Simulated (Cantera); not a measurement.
A Cantera script and what it prints.

```python
import numpy as np
import cantera as ct

gas_names = """
    C CH CH2 CH3 CH2OH CH3O CH4 CH3OH CN CO CO2 COOH C2 C2H CHCO,ketyl C2H2,acetylene C2H2,vinylidene
    CH2CO,ketene C2H3,vinyl CH3CN CH3CO,acetyl C2H4 C2H4O,ethylen CH3CHO,ethanal CH3COOH (HCOOH)2 C2H5
    C2H6 CH3OCH3 C2H5OH CCN CNC C2N2 C2O C3 C3H3,propargyl C3H4,allene C3H4,propyne C3H4,cyclo-
    C3H5,allyl C3H6,propylene C3H6,cyclo- C3H6O C3H7,n-propyl C3H7,i-propyl C3H8 C3H8O,1propanol
    C3H8O,2propanol C3O2 C4 C4H2 C4H4,1,3-cyclo- C4H6,butadiene C4H6,2-butyne C4H6,cyclo- C4H8,1-butene
    C4H8,cis2-buten C4H8,tr2-butene C4H8,isobutene C4H8,cyclo- (CH3COOH)2 C4H9,n-butyl C4H9,i-butyl
    C4H9,s-butyl C4H9,t-butyl C4H10,isobutane C4H10,n-butane C4N2 C5 C5H6,1,3cyclo- C5H8,cyclo-
    C5H10,1-pentene C5H10,cyclo- C5H11,pentyl C5H11,t-pentyl C5H12,n-pentane C5H12,i-pentane
    CH3C(CH3)2CH3 C6H2 C6H5,phenyl C6H5O,phenoxy C6H6 C6H5OH,phenol C6H10,cyclo- C6H12,1-hexene
    C6H12,cyclo- C6H13,n-hexyl C7H7,benzyl C7H8 C7H8O,cresol C7H14,1-heptene C7H15,n-heptyl
    C7H16,n-heptane C8H8,styrene C8H10,ethylbenz C8H16,1-octene C8H17,n-octyl C8H18,isooctane
    C8H18,n-octane C9H19,n-nonyl C10H8,naphthale C10H21,n-decyl C12H9,o-bipheny C12H10,bipheny H HCN HCO
    HCCN HNC HNCO HNO HNO2 HNO3 HO2 H2 HCHO,formaldehy HCOOH H2O H2O2 N NCO NH NH2 NH3 NH2OH NO NO2 NO3
    N2 N2H2 N2H4 N2O O OH O2 O3 Si SiC SiC2 SiC4H12 SiH SiH2 SiH3 SiH4 SiN SiO SiO2 Si2 Si2C Si2N Si3
""".split()
cond_names = """
    C(gr) C6H6(L) C7H8(L) C8H18(L),n-octa H2O(s) H2O(L) Si(cr) Si(L) SiC(b) SiO2(Lqz) SiO2(hqz) SiO2(L)
    Si2N2O(s) Si3N4(a)
""".split()


def load(file, names, dense=False):
    # The tables refer to 1 bar. Condensed volumes are neglected.
    table = {s.name: s for s in ct.Species.list_from_file(file)}
    out = []
    for n in names:
        d = dict(table[n].input_data)
        d["thermo"] = dict(d["thermo"], **{"reference-pressure": 1e5})
        if dense:
            d["equation-of-state"] = {"model": "constant-volume", "density": "1e6 g/cm^3"}
        out.append(ct.Species.from_dict(d))
    return out


gas = ct.Solution(thermo="ideal-gas", species=load("nasa_gas.yaml", gas_names))
cond = {s.name: ct.Solution(thermo="fixed-stoichiometry", species=[s], name=s.name)
        for s in load("nasa_condensed.yaml", cond_names, dense=True)}
atoms = {
    'SiC': {'Si': 1, 'C': 1},
    'O2': {'O': 2},
    'H2': {'H': 2},
    'N2O': {'N': 2, 'O': 1},
}
top_T = {'C(gr)': 4500, 'SiC(b)': 3050, 'Si2N2O(s)': 2100, 'Si3N4(a)': 2400}  # K; cautious upper limits of use, not melting points


def equilibrate(T, P, feed):
    n = {}
    for name, mol in feed.items():
        for a, k in atoms[name].items():
            n[a] = n.get(a, 0.0) + k * mol
    gas.TPX = T, P, n
    mass = sum(n.values()) * gas.mean_molecular_weight
    gas.equilibrate("TP")
    valid = [c for c in cond.values() if c.min_temp <= T <= top_T.get(c.name, c.max_temp)]
    mix = ct.Mixture([(gas, mass / gas.mean_molecular_weight)] + [(c, 0.0) for c in valid])
    mix.T, mix.P = T, P
    mix.equilibrate("TP", solver="vcs", rtol=1e-11, max_steps=5000)
    return mix


results = []
feed = {'SiC': 1, 'O2': 0.82, 'H2': 4.6, 'N2O': 0.13}  # mol
P = 1.8  # Pa
for T in [1023, 1048, 1073, 1098, 1123, 1148, 1173, 1198, 1223, 1248, 1273, 1298, 1323, 1348]:
    mix = equilibrate(T, P, feed)
    results.append((T, P, feed, dict(zip(mix.species_names, mix.species_moles))))

top = {s: max(r[3][s] / sum(r[3][g] for g in gas_names) for r in results) for s in gas_names}
cols = sorted((s for s in top if top[s] > 0.001), key=lambda s: -top[s])[:6]
seen = [c for c in cond_names if any(r[3].get(c, 0) > 1e-12 for r in results)]
print("log10 of partial pressures in bar; condensed amounts in mol")
print(f"{'T/K':>10s}" + "".join(f"{s[:9]:>10s}" for s in cols + seen))
for T, P, feed, n in results:
    ng = sum(n[g] for g in gas_names)
    print(f"{T:10.4g}" + "".join(f"{np.log10(max(n[s] / ng * P / 1e5, 1e-99)):10.3f}" for s in cols)
          + "".join(f"{n.get(c, 0):10.4g}" for c in seen))
```

Result:

```
log10 of partial pressures in bar; condensed amounts in mol
       T/K        H2        CO       SiO        N2     C(gr)    SiC(b) SiO2(hqz) Si2N2O(s)
      1023    -4.760    -6.220   -10.864    -9.022    0.8407         0    0.7405    0.1297
      1048    -4.761    -6.177   -10.071    -9.540    0.8148  0.008465    0.7317    0.1299
      1073    -4.783    -5.824    -9.626    -9.101    0.4526    0.1293    0.6111    0.1298
      1098    -4.808    -5.614    -9.160    -8.808         0    0.2804    0.4603    0.1295
      1123    -4.808    -5.614    -8.648    -8.729         0    0.2803    0.4601    0.1294
      1148    -4.808    -5.614    -8.159    -8.653         0      0.28    0.4593    0.1293
      1173    -4.809    -5.613    -7.691    -8.581         0    0.2788    0.4568    0.1292
      1198    -4.810    -5.612    -7.243    -8.511         0    0.2753    0.4496    0.1291
      1223    -4.813    -5.610    -6.814    -8.442         0    0.2658    0.4305    0.1289
      1248    -4.821    -5.603    -6.404    -8.372         0    0.2413    0.3813    0.1287
      1273    -4.840    -5.589    -6.014    -8.297         0    0.1789    0.2561    0.1284
      1298    -4.878    -5.563    -5.699    -8.128         0   0.05129         0    0.1274
      1323    -4.879    -5.566    -5.693    -7.535         0   0.05508         0    0.1198
      1348    -4.882    -5.576    -5.673    -6.988         0   0.06803         0   0.09392
```

Equilibrium computed with Cantera from the NASA thermochemical tables; the gas is ideal and each condensed phase is pure. Mutual solubility and eutectic melting of coexisting phases are not modelled. The tables hold silica as quartz up to 1696 K and as liquid above; real silica turns to tridymite and cristobalite and melts near 1996 K.
